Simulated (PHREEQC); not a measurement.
Solution A (0.024 mol/kgw NH4HF2 and 0.0028 mol/kgw H2SiF6) is mixed with solution B (0.0033 mol KH2PO4, 0.029 mol NaOH and 0.00065 mol H3AsO4 per kg of water) at 25 °C; shares are by mass of water, 1 kg in all. O2 is buffered at 0.21 atm. CO2 from the air is kept out. The run lets SiO2(a) precipitate or redissolve, and no other solid.

Computed with PHREEQC (ion-association model, wateq4f.dat).

```csv
share of solution B,pH,SiF6-2 (mol/kgw),AsO4-3 (mol/kgw),HAsO4-2 (mol/kgw),HPO4-2 (mol/kgw),PO4-3 (mol/kgw)
0,2.98,0.00280,0,0,0,0
0.1,3.09,0.00252,0,7.83e-9,3.64e-8,0
0.2,3.23,0.00224,0,2.22e-8,1.02e-7,0
0.3,3.41,0.00196,0,5.25e-8,2.40e-7,0
0.4,3.70,0.00168,0,1.42e-7,6.45e-7,0
0.5,4.64,0.00137,3.53e-13,1.59e-6,7.20e-6,3.13e-13
0.6,6.59,1.47e-9,2.32e-9,0.000119,0.000551,2.12e-9
0.7,9.53,0,7.46e-6,0.000446,0.00224,7.39e-6
0.8,11.61,0,0.000352,0.000167,0.00183,0.000759
0.9,12.04,0,0.000500,8.51e-5,0.00136,0.00157
1,12.25,0,0.000591,5.89e-5,0.00110,0.00217
```

H3PO4, which wateq4f.dat lacks, is added to it with the constant of phreeqc.dat. SiF6-2 is the database's only silicon fluoride.
